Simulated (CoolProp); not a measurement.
Vapour-liquid equilibrium of n-butane (1) + cyclohexane (2) at 287.1 K; x and y are mole fractions of (1).

The numbers come from the multi-fluid Helmholtz-energy mixture model, Bücker 2006 and Zhou 2014; pair parameters Bell 2016 in CoolProp.

```json
[
 {"x": "0.05", "bubble pressure (MPa)": "0.01360", "y at the bubble point": "0.458", "dew pressure at overall composition x (MPa)": "0.008111", "liquid density (mol/L)": "9.372"},
 {"x": "0.125", "bubble pressure (MPa)": "0.02384", "y at the bubble point": "[?]", "dew pressure at overall composition x (MPa)": "0.008759", "liquid density (mol/L)": "9.449"},
 {"x": "0.2", "bubble pressure (MPa)": "0.03549", "y at the bubble point": "0.826", "dew pressure at overall composition x (MPa)": "0.009519", "liquid density (mol/L)": "9.523"},
 {"x": "0.275", "bubble pressure (MPa)": "0.04812", "y at the bubble point": "0.885", "dew pressure at overall composition x (MPa)": "0.01043", "liquid density (mol/L)": "9.595"},
 {"x": "0.35", "bubble pressure (MPa)": "[?]", "y at the bubble point": "0.919", "dew pressure at overall composition x (MPa)": "0.01152", "liquid density (mol/L)": "9.664"},
 {"x": "0.425", "bubble pressure (MPa)": "0.07467", "y at the bubble point": "0.942", "dew pressure at overall composition x (MPa)": "0.01288", "liquid density (mol/L)": "9.730"},
 {"x": "0.5", "bubble pressure (MPa)": "0.08792", "y at the bubble point": "0.957", "dew pressure at overall composition x (MPa)": "[?]", "liquid density (mol/L)": "9.792"},
 {"x": "0.575", "bubble pressure (MPa)": "0.1009", "y at the bubble point": "0.968", "dew pressure at overall composition x (MPa)": "0.01687", "liquid density (mol/L)": "9.850"},
 {"x": "0.65", "bubble pressure (MPa)": "[?]", "y at the bubble point": "0.976", "dew pressure at overall composition x (MPa)": "0.01997", "liquid density (mol/L)": "9.903"},
 {"x": "0.725", "bubble pressure (MPa)": "[?]", "y at the bubble point": "0.983", "dew pressure at overall composition x (MPa)": "0.02451", "liquid density (mol/L)": "9.951"},
 {"x": "0.8", "bubble pressure (MPa)": "0.1375", "y at the bubble point": "0.988", "dew pressure at overall composition x (MPa)": "0.03177", "liquid density (mol/L)": "9.994"},
 {"x": "0.875", "bubble pressure (MPa)": "0.1494", "y at the bubble point": "0.993", "dew pressure at overall composition x (MPa)": "0.04543", "liquid density (mol/L)": "10.03"},
 {"x": "0.95", "bubble pressure (MPa)": "0.1616", "y at the bubble point": "0.997", "dew pressure at overall composition x (MPa)": "0.08133", "liquid density (mol/L)": "10.06"}
]
```

Problem. Some entries are withheld; supply them.

Solution. 
- 0.125, y at the bubble point: 0.716
- 0.35, bubble pressure (MPa): 0.06130
- 0.5, dew pressure at overall composition x (MPa): 0.01461
- 0.65, bubble pressure (MPa): 0.1134
- 0.725, bubble pressure (MPa): 0.1256

No azeotrope shows between x = 0.05 and 0.95.

Pair parameters are fitted to limited data, so mixtures are less certain than the pure fluids.
